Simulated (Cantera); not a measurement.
Cantera run, input and output.

```python
import numpy as np
import cantera as ct

gas = ct.Solution("gri30.yaml")
gas.TPX = 1348, 21000, {'CO': 1, 'H2': 0.057, 'CH4': 0.77, 'O2': 3.57, 'N2': 13.4}
reactor = ct.IdealGasReactor(gas, energy="on", clone=False)
net = ct.ReactorNet([reactor])
net.rtol, net.atol = 1e-08, 1e-16
show = ['CO', 'H2', 'CH4', 'OH', 'HO2']
times = np.geomspace(1e-06, 0.6, 11)

steps = ct.SolutionArray(gas, extra=["t"])
rows = []
print(f"{'t/s':>10s}{'T/K':>9s}{'P/Pa':>11s}" + "".join(f"{s:>11s}" for s in show))
for t in times:
    while net.time < t:
        t_next = net.step()
        steps.append(gas.state, t=t_next)
    rows.append([np.interp(t, steps.t, y) for y in (steps.T, steps.P, *steps(*show).X.T)])
    print(f"{t:10.3e}{rows[-1][0]:9.1f}{rows[-1][1]:11.4g}" + "".join(f"{x:11.3e}" for x in rows[-1][2:]))
rate = np.gradient(steps.T, steps.t)
print("integrator steps:", len(steps.t))
if steps.T.max() > steps.T[0] + 200:
    print(f"time of steepest temperature rise: {steps.t[rate.argmax()]:.4e} s")
gas.TPX = 1348, 21000, {'CO': 1, 'H2': 0.057, 'CH4': 0.77, 'O2': 3.57, 'N2': 13.4}
gas.equilibrate("UV")
print(f"equilibrium (UV): T = {gas.T:.1f} K  " + "  ".join(f"{s} {gas[s].X[0]:.3e}" for s in show))
```

Output:

```
       t/s      T/K       P/Pa         CO         H2        CH4         OH        HO2
 1.000e-06   1348.0    2.1e+04  5.320e-02  3.032e-03  4.096e-02  7.106e-11  9.937e-10
 3.783e-06   1348.0    2.1e+04  5.320e-02  3.032e-03  4.096e-02  6.989e-10  3.748e-09
 1.431e-05   1348.0    2.1e+04  5.320e-02  3.032e-03  4.096e-02  3.235e-09  1.401e-08
 5.413e-05   1348.0    2.1e+04  5.320e-02  3.032e-03  4.096e-02  5.599e-09  5.065e-08
 2.048e-04   1348.0    2.1e+04  5.320e-02  3.032e-03  4.096e-02  9.811e-09  1.621e-07
 7.746e-04   1348.0    2.1e+04  5.320e-02  3.032e-03  4.096e-02  3.183e-08  3.707e-07
 2.930e-03   1348.5  2.101e+04  5.318e-02  3.026e-03  4.083e-02  4.373e-07  1.280e-06
 1.108e-02   2549.2  3.947e+04  2.040e-02  3.184e-03  2.536e-18  1.476e-02  5.457e-06
 4.193e-02   2540.2  3.928e+04  1.962e-02  3.070e-03  2.451e-18  1.396e-02  5.155e-06
 1.586e-01   2539.2  3.926e+04  1.957e-02  3.064e-03  2.439e-18  1.390e-02  5.122e-06
 6.000e-01   2539.2  3.926e+04  1.957e-02  3.064e-03  2.439e-18  1.390e-02  5.122e-06
integrator steps: 1873
time of steepest temperature rise: 7.1161e-03 s
equilibrium (UV): T = 2539.2 K  CO 1.957e-02  H2 3.064e-03  CH4 3.585e-18  OH 1.390e-02  HO2 5.122e-06
```

Cantera simulation using GRI-Mech 3.0 (53 species, 325 reactions); the numbers are that mechanism's predictions, not measurements.
